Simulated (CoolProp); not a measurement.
Properties of C2F6 (R116) along the isobar 0.101 MPa (Tc = 293.0 K, pc = 3.048 MPa, ω = 0.257).

Computed with CoolProp (reference Helmholtz-energy equation of state, Lemmon 2006). It is a short technical equation, of lower accuracy than the large ones.

```json
[
 {"T (K)": "282.1", "phase": "gas", "density (kg/m³)": "6.019", "cv (kJ/(kg K))": "0.6869", "Joule-Thomson coefficient (K/MPa)": "9.646", "conductivity (mW/(m K))": "13.6"},
 {"T (K)": "296.4", "phase": "gas", "density (kg/m³)": "5.717", "cv (kJ/(kg K))": "0.7096", "Joule-Thomson coefficient (K/MPa)": "8.389", "conductivity (mW/(m K))": "14.7"},
 {"T (K)": "310.7", "phase": "gas", "density (kg/m³)": "5.445", "cv (kJ/(kg K))": "0.7316", "Joule-Thomson coefficient (K/MPa)": "7.364", "conductivity (mW/(m K))": "15.8"},
 {"T (K)": "325", "phase": "gas", "density (kg/m³)": "5.199", "cv (kJ/(kg K))": "0.7528", "Joule-Thomson coefficient (K/MPa)": "6.516", "conductivity (mW/(m K))": "16.9"},
 {"T (K)": "339.3", "phase": "gas", "density (kg/m³)": "4.974", "cv (kJ/(kg K))": "0.7732", "Joule-Thomson coefficient (K/MPa)": "5.806", "conductivity (mW/(m K))": "18.0"},
 {"T (K)": "353.6", "phase": "gas", "density (kg/m³)": "4.768", "cv (kJ/(kg K))": "0.7927", "Joule-Thomson coefficient (K/MPa)": "5.207", "conductivity (mW/(m K))": "19.1"},
 {"T (K)": "367.9", "phase": "gas", "density (kg/m³)": "4.580", "cv (kJ/(kg K))": "0.8115", "Joule-Thomson coefficient (K/MPa)": "4.696", "conductivity (mW/(m K))": "20.2"},
 {"T (K)": "382.1", "phase": "gas", "density (kg/m³)": "4.406", "cv (kJ/(kg K))": "0.8293", "Joule-Thomson coefficient (K/MPa)": "4.259", "conductivity (mW/(m K))": "21.4"},
 {"T (K)": "396.4", "phase": "gas", "density (kg/m³)": "4.245", "cv (kJ/(kg K))": "0.8465", "Joule-Thomson coefficient (K/MPa)": "3.877", "conductivity (mW/(m K))": "22.5"},
 {"T (K)": "410.7", "phase": "gas", "density (kg/m³)": "4.095", "cv (kJ/(kg K))": "0.8628", "Joule-Thomson coefficient (K/MPa)": "3.544", "conductivity (mW/(m K))": "23.6"},
 {"T (K)": "425", "phase": "gas", "density (kg/m³)": "3.956", "cv (kJ/(kg K))": "0.8784", "Joule-Thomson coefficient (K/MPa)": "3.251", "conductivity (mW/(m K))": "24.7"}
]
```

Thermal conductivity comes from a separate model (Huber 2003), an estimate that may be off by 10 % or more.
